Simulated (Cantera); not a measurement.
Cantera run, input and output.

```python
import numpy as np
import cantera as ct

surf = ct.Interface("ptcombust.yaml", "Pt_surf")
gas = surf.adjacent["gas"]
gas.TPX = 300, 4200, {'CH4': 0.055, 'O2': 0.089, 'N2': 0.79}
jet = ct.ImpingingJet(gas=gas, width=0.082, surface=surf)
jet.inlet.mdot, jet.inlet.T, jet.inlet.X = 0.058, 300, {'CH4': 0.055, 'O2': 0.089, 'N2': 0.79}
jet.set_refine_criteria(ratio=10, slope=0.2, curve=0.3)
show, cover = ['CH4', 'O2', 'H2O', 'OH', 'CO', 'CO2'], ["PT(S)", "H(S)", "O(S)", "OH(S)", "CO(S)", "C(S)"]

rows = []
print(f"{'Ts/K':>7s}" + "".join(f"{s:>11s}" for s in show + cover) + "   (gas at the wall, coverages)")
for i, Ts in enumerate([850, 900, 950, 1000, 1050, 1100]):
    jet.surface.T = Ts
    if i == 0:
        surf.TP = Ts, 4200
        surf.coverages = "PT(S):0.5, O(S):0.5"
        surf.advance_coverages(1.0)
        jet.set_initial_guess(products="inlet")
    jet.solve(loglevel=0, auto=(i == 0))
    rows.append([*(jet.X[gas.species_index(s), -1] for s in show), *surf[cover].coverages])
    print(f"{Ts:7g}" + "".join(f"{x:11.3e}" for x in rows[-1]))
```

It prints:

```
   Ts/K        CH4         O2        H2O         OH         CO        CO2      PT(S)       H(S)       O(S)      OH(S)      CO(S)       C(S)   (gas at the wall, coverages)
    850  4.325e-02  6.176e-02  2.946e-02  1.337e-08  1.438e-05  1.935e-02  2.113e-01  4.561e-08  7.874e-01  1.200e-03  2.543e-05  6.493e-08
    900  2.963e-02  3.282e-02  5.478e-02  5.015e-08  1.577e-05  3.620e-02  3.317e-01  1.828e-07  6.668e-01  1.503e-03  2.471e-05  8.788e-08
    950  6.365e-03  3.185e-03  9.588e-02  9.602e-10  3.799e-02  1.995e-02  8.432e-01  2.144e-04  2.861e-05  1.763e-05  1.542e-01  2.354e-03
   1000  5.542e-03  2.876e-03  9.649e-02  2.471e-09  4.008e-02  1.848e-02  9.137e-01  3.284e-04  2.517e-05  1.420e-05  8.413e-02  1.836e-03
   1050  5.192e-03  2.777e-03  9.577e-02  6.553e-09  3.999e-02  1.900e-02  9.548e-01  4.175e-04  2.754e-05  1.273e-05  4.359e-02  1.185e-03
   1100  5.082e-03  2.789e-03  9.418e-02  1.711e-08  3.853e-02  2.082e-02  9.765e-01  4.715e-04  3.427e-05  1.219e-05  2.233e-02  6.910e-04
```

Computed with Cantera and Deutschmann's 1995 Pt surface mechanism with GRI-Mech 3.0 gas chemistry. Catalytic surfaces can have several steady states; this one follows from the mechanism file's or the stated starting coverage.
